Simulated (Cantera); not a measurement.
Mixture: CO : H₂ : CH₄ : O₂ : N₂ = 1 : 0.1 : 0.38 : 0.655 : 2.46 (molar parts), at 240000 Pa, adiabatic and at constant pressure. Ignition delay is the time to a rise of 400 K.

Model: GRI-Mech 3.0 (53 species, 325 reactions), integrated in Cantera.

**Question.** Predict: delay at 1148 K; delay at 1248 K; delay at 1348 K; delay at 1448 K; delay at 1548 K; delay at 1648 K; delay at 1748 K; apparent activation energy between 1548 and 1748 K.

**Answer.** 
* **delay at 1148 K**: 8.41 ms
* **delay at 1248 K**: 3.16 ms
* **delay at 1348 K**: 1.20 ms
* **delay at 1448 K**: 0.480 ms
* **delay at 1548 K**: 0.210 ms
* **delay at 1648 K**: 0.102 ms
* **delay at 1748 K**: 54.4 µs
* **apparent activation energy between 1548 and 1748 K**: 150 kJ/mol
